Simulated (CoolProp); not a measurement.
A closed Brayton cycle with nitrogen: compressor inlet 319.15 K and 2.5 MPa, high pressure 5.26 MPa, turbine inlet 720 K, compressor efficiency 0.85, turbine efficiency 0.9, recuperator effectiveness 0.95 (on enthalpy, no pinch check). Each further row changes one setting.

Model: reference Helmholtz-energy equation of state, Span 2000, in CoolProp.

```tsv
case	thermal efficiency (%)	net work (kJ/kg)	compressor to turbine work	compressor exit (K)	turbine exit (K)
as stated	___	38.3	0.71	408.6	600.7
turbine inlet 670 K	21.9	___	0.76	408.6	557.9
compressor inlet 329.15 K	24.6	35.3	0.73	421.3	600.7
high pressure 4.47 MPa	28.4	33.9	0.68	387.4	625.0
recuperator effectiveness 0.5	___	38.3	0.71	408.6	600.7
```

Task: What belongs in the gaps?

Result: 
- as stated, thermal efficiency (%): 26.6
- turbine inlet 670 K, net work (kJ/kg): 29.1
- recuperator effectiveness 0.5, thermal efficiency (%): 16.2
